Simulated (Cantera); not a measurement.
Stirred combustor or abatement burner

A perfectly stirred reactor is fed with CH₄ : O₂ : N₂ = 1 : 1.67 : 6.27 (molar parts), equivalence ratio 1.2, at 5.00 bar; it is adiabatic with a 475 K inlet, and is followed from long to short residence time, starting on the burning branch (τ in s: 0.12, 0.047, 0.019, 0.0075, 0.003, 0.0012, 0.00048, 0.00019, 7.8e-05, 3.1e-05, 1.2e-05, 5e-06).

Model: GRI-Mech 3.0 (53 species, 325 reactions), integrated in Cantera.

| τ (s) | T (K) | x CH₄ | x O₂ | x H₂ | x C₂H₆ | x C₂H₄ | x C₂H₂ |
|---|---|---|---|---|---|---|---|
| 0.12 | 2263 | 9.23e-6 | 6.61e-5 | 0.0256 | 5.11e-11 | 1.28e-9 | 3.03e-8 |
| 0.047 | 2260 | 1.81e-5 | 0.000109 | 0.0256 | 2.26e-10 | 5.50e-9 | 1.15e-7 |
| 0.019 | 2257 | 3.12e-5 | 0.000190 | 0.0257 | 7.96e-10 | 1.86e-8 | 3.27e-7 |
| 0.0075 | 2251 | 5.00e-5 | 0.000349 | 0.0257 | 2.43e-9 | 5.40e-8 | 7.74e-7 |
| 0.0030 | 2242 | 7.67e-5 | 0.000640 | 0.0259 | 6.48e-9 | 1.36e-7 | 1.55e-6 |
| 0.0012 | 2228 | 0.000120 | 0.00117 | 0.0261 | 1.65e-8 | 3.27e-7 | 2.95e-6 |
| 0.00048 | 2207 | 0.000201 | 0.00212 | 0.0265 | 4.46e-8 | 8.17e-7 | 5.80e-6 |
| 0.00019 | 2175 | 0.000382 | 0.00390 | 0.0271 | 1.47e-7 | 2.40e-6 | 1.33e-5 |
| 7.8e-5 | 2127 | 0.000870 | 0.00758 | 0.0277 | 7.43e-7 | 9.82e-6 | 4.11e-5 |
| 3.1e-5 | 475 | 0.112 | 0.187 | <1e-12 | <1e-12 | <1e-12 | <1e-12 |
| 1.2e-5 | 475 | 0.112 | 0.187 | <1e-12 | <1e-12 | <1e-12 | <1e-12 |
| 5.0e-6 | 475 | 0.112 | 0.187 | <1e-12 | <1e-12 | <1e-12 | <1e-12 |
x: mole fraction; the columns are a selection and need not sum to one.
